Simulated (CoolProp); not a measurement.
Properties of CH3F (R41) along the isobar 3.61 bar.

Model: reference Helmholtz-energy equation of state, Lemmon 2006, in CoolProp. It is a short technical equation, of lower accuracy than the large ones.

```csv
T (K),phase,Z,cp (kJ/(kg K)),speed of sound (m/s),expansivity (1/kK),fugacity coefficient
220.8,liquid,0.008121,2.138,934.2,2.860,0.8953
239.4,gas,0.9329,1.253,265.3,5.380,0.9369
257.9,gas,0.9496,1.187,277.8,4.643,0.9518
276.5,gas,0.9608,1.164,288.9,4.139,0.9621
295.1,gas,0.9688,1.164,298.9,3.764,0.9696
313.6,gas,0.9746,1.178,308.0,3.470,0.9751
332.2,gas,0.9791,1.200,316.6,3.226,0.9794
350.7,gas,0.9826,1.228,324.7,3.021,0.9828
369.3,gas,0.9854,1.259,332.5,2.844,0.9855
387.9,gas,0.9876,1.294,340.0,2.688,0.9877
406.4,gas,0.9895,1.329,347.2,2.551,0.9895
425,gas,0.9910,1.366,354.2,2.428,0.9910
```
